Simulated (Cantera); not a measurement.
Mixture: CH4 : O2 : N2 : H2O = 1 : 1.25 : 6.25 : 0.52 (molar parts), at 1.68 atm, adiabatic and at constant pressure. Ignition delay is the time to a rise of 400 K.

Cantera simulation using GRI-Mech 3.0 (53 species, 325 reactions); the numbers are that mechanism's predictions, not measurements.

**Question.** Predict: delay at 1273 K; delay at 1373 K; delay at 1473 K; delay at 1573 K; delay at 1673 K; delay at 1773 K; delay at 1873 K; apparent activation energy between 1673 and 1873 K.

**Answer.** 
| Property | Result |
|---|---|
| delay at 1273 K | 21.3 ms |
| delay at 1373 K | 6.23 ms |
| delay at 1473 K | 1.95 ms |
| delay at 1573 K | 0.671 ms |
| delay at 1673 K | 0.260 ms |
| delay at 1773 K | 0.116 ms |
| delay at 1873 K | 58.3 µs |
| apparent activation energy between 1673 and 1873 K | 190 kJ/mol |
